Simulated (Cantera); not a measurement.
TEOS + O2 + N2 (silicon oxide and oxynitride deposition)

A closed system holds: 1 mol TEOS, 27 mol O2, 51 mol N2, at 1675 K and 880 Pa.

Cantera equilibrium calculation (NASA polynomials, part measured and part estimated; ideal gas, pure solids and liquids). Candidate condensed phases: C, C6H6, C7H8, C8H18, H2O, Si, SiC, SiO2, Si2N2O, Si3N4; 151 gas species. The feed counts by its element totals alone. The tables hold silica as quartz up to 1696 K and as liquid above; real silica turns to tridymite and cristobalite and melts near 1996 K. Rates play no part.

x(N2): 0.606
x(O2): 0.177
x(H2O): 0.118
x(CO2): 0.0951
x(NO): 0.00212
x(OH): 0.00104
x(O): 0.000153
x(CO): 0.000123
x(H2): 4.62e-5
n(SiO2(β-quartz)): 1.000 mol
gas amount: 84.04 mol
log10 activity of C(graphite) (absent): -12.63
log10 activity of Si(s) (absent): -16.32
